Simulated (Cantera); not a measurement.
Charge: 1 mol Si, 0.015 mol N2O, 13 mol H2.

Equilibrium computed with Cantera from the NASA thermochemical tables; the gas is ideal and each condensed phase is pure. Candidate condensed phases: H2O, Si, SiO2, Si2N2O, Si3N4; 35 gas species. Mutual solubility and eutectic melting of coexisting phases are not modelled. Equilibrium is a limit: real reactors are often held back by kinetics, nucleation or transport.

Stable condensed phases, one row left out:

```
T in K \ P in Pa
            0.10    0.75     5.6      42     320    2400   18000  130000 1000000
   1525        A       A       A       A       A       B       B       B       B
   1475        A       A       A       A       B       B       B       B       B
   1425        A       A       A       A       B       B       B       B       B
   1325        A       A       A       B       B       B       B       B       B
   1275        A       A       B       B       B       B       B       B       B
   1225        A       B       B       B       B       B       B       B       B
   1175        B       B       B       B       B       B       B       B       B
   1125        B       B       B       B       B       B       B       B       B
   1075        B       B       B       B       B       B       B       B       B
```

A: Si; B: Si + Si2N2O.

Task: Give the row for 1375 K.

Result: 0.10: Si; 0.75: Si; 5.6: Si; 42: Si + Si2N2O; 320: Si + Si2N2O; 2400: Si + Si2N2O; 18000: Si + Si2N2O; 130000: Si + Si2N2O; 1000000: Si + Si2N2O.
